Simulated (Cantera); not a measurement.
A closed system holds: 1 mol Si2H6, 0.11 mol O2, 1.5 mol N2, at 625 °C and 0.100 bar.

These are equilibrium values from Cantera (NASA tables, ideal gas, pure condensed phases), not measurements of a reactor. Candidate condensed phases: H2O, Si, SiO2, Si2N2O, Si3N4; 35 gas species. The feed counts by its element totals alone. N2 is the only nitrogen source here; it is nearly inert below about 1500 K, so the nitride shown seldom forms there in practice. Kinetics and transport are ignored.

Base state: H2 0.926, N2 0.0741, NH3 2.98e-5 (mole fractions); condensed: Si2N2O(s) + Si3N4(s).

**Question.** What changes in the equilibrium state with this change: 0.028 mol HF added?

**Answer.** 
```json
[
 {"species": "H2", "before": "0.926", "after": "0.923"},
 {"species": "N2", "before": "0.0741", "after": "0.0749"},
 {"species": "SiF4", "before": "0", "after": "0.00212"},
 {"species": "HF", "before": "0", "after": "8.65e-5"},
 {"species": "NH3", "before": "2.98e-5", "after": "2.99e-5"},
 {"species": "Si2N2O(s), mol", "before": "0.220", "after": "0.220"},
 {"species": "Si3N4(s), mol", "before": "0.520", "after": "0.518"}
]
```
